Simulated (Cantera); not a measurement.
Feed: 1 mol MgO, 0.089 mol H2S, 0.45 mol H2O, equilibrated at 0.133 bar.

Equilibrium computed with Cantera from the NASA thermochemical tables; the gas is ideal and each condensed phase is pure. Candidate condensed phases: H2O, H2SO4, Mg, MgO, Mg(OH)2, MgS, MgSO4, S; 26 gas species. Gases not in the tables: S3 to S7. Kinetics and transport are ignored. All values below are at 875 °C.

Base state: H2O 0.801, H2S 0.111, H2 0.0605, S2 0.0222, SO2 0.00522, S2O 0.000138, SH 9.54e-5, SO 2.00e-5 (mole fractions); condensed: MgO(s).

Problem. What changes in the equilibrium state with this change: H2S from 0.089 to 0.13 mol?

Solution. 
| species | before | after |
|---|---|---|
| H2O | 0.801 | 0.742 |
| H2S | 0.111 | 0.152 |
| H2 | 0.0605 | 0.0717 |
| S2 | 0.0222 | 0.0300 |
| SO2 | 0.00522 | 0.00371 |
| SH | 9.54e-5 | 0.000121 |
| SO | 2.00e-5 | 1.82e-5 |
| MgO(s), mol | 1.00 | 1.00 |
